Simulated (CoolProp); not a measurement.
Acetone along the isobar 5.03 MPa: fugacity coefficient from the reference equation and from simpler models built on Tc = 235.0 °C, pc = 4.692 MPa, ω = 0.307; each cubic takes its own stable root.

Values from CoolProp's reference Helmholtz-energy equation of state, Lemmon 2006. It is a short technical equation, of lower accuracy than the large ones.

```csv
T (°C),phase,reference
95.95,liquid,0.06831
105.75,liquid,0.08609
115.55,liquid,0.1068
125.35,liquid,0.1307
135.15,liquid,0.1577
144.95,liquid,0.1880
154.85,liquid,0.2219
164.65,liquid,0.2587
174.45,liquid,0.2986
184.25,liquid,0.3414
194.05,liquid,0.3868
203.85,liquid,0.4345
213.65,liquid,0.4840
223.45,liquid,0.5346
233.25,liquid,0.5851
243.05,supercritical,0.6288
```

Question: How far does each simpler model (Redlich-Kwong, Peng-Robinson) lie from the reference over these 16 states: mean and median of the absolute difference, and the worst?

Answer: 
- Redlich-Kwong: mean 31.9 %, median 28.3 %, worst +71.7 % at 95.95 °C and 5.03 MPa
- Peng-Robinson: mean 4.7 %, median 5.0 %, worst +5.6 % at 164.65 °C and 5.03 MPa
